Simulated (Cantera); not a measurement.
Input (Python, Cantera):

```python
import numpy as np
import cantera as ct

gas = ct.Solution("gri30.yaml", transport_model="multicomponent")
show = ['NO', 'O', 'OH']

rows = []
print(f"{'T/K':>7s}{'rho':>11s}{'cp':>10s}{'mu':>11s}{'lambda':>11s}{'Pr':>7s}" + "".join(f"{'D_' + s:>11s}" for s in show))
for T in [400, 650, 900, 1150, 1400, 1650]:
    gas.TPX = T, 2100, {'C2H6': 0.5, 'C3H8': 0.57}
    Pr = gas.cp_mass * gas.viscosity / gas.thermal_conductivity
    D = [gas.mix_diff_coeffs_mole[gas.species_index(s)] for s in show]
    rows.append([gas.density, gas.cp_mass, gas.viscosity, gas.thermal_conductivity, Pr, *D])
    print(f"{T:7g}{gas.density:11.4e}{gas.cp_mass:10.1f}{gas.viscosity:11.4e}"
          f"{gas.thermal_conductivity:11.4e}{Pr:7.3f}" + "".join(f"{d:11.4e}" for d in D))
print("SI units: kg/m3, J/kg/K, Pa s, W/m/K, m2/s")
```

Output:

```
    T/K        rho        cp         mu     lambda     Pr       D_NO        D_O       D_OH
    400 2.3705e-02    2146.1 1.1474e-05 3.2596e-02  0.755 1.0244e-03 1.6042e-03 1.5706e-03
    650 1.4588e-02    3107.1 1.7386e-05 7.1473e-02  0.756 2.4075e-03 3.7445e-03 3.6659e-03
    900 1.0536e-02    3781.7 2.2330e-05 1.1197e-01  0.754 4.2012e-03 6.5152e-03 6.3785e-03
   1150 8.2453e-03    4258.8 2.6660e-05 1.5109e-01  0.751 6.3548e-03 9.8407e-03 9.6342e-03
   1400 6.7730e-03    4602.6 3.0569e-05 1.8777e-01  0.749 8.8365e-03 1.3673e-02 1.3386e-02
   1650 5.7468e-03    4863.8 3.4172e-05 2.2233e-01  0.748 1.1624e-02 1.7977e-02 1.7600e-02
SI units: kg/m3, J/kg/K, Pa s, W/m/K, m2/s
```

Detailed kinetics in Cantera: GRI-Mech 3.0 (53 species, 325 reactions). The composition is frozen, though it would react at the higher temperatures.
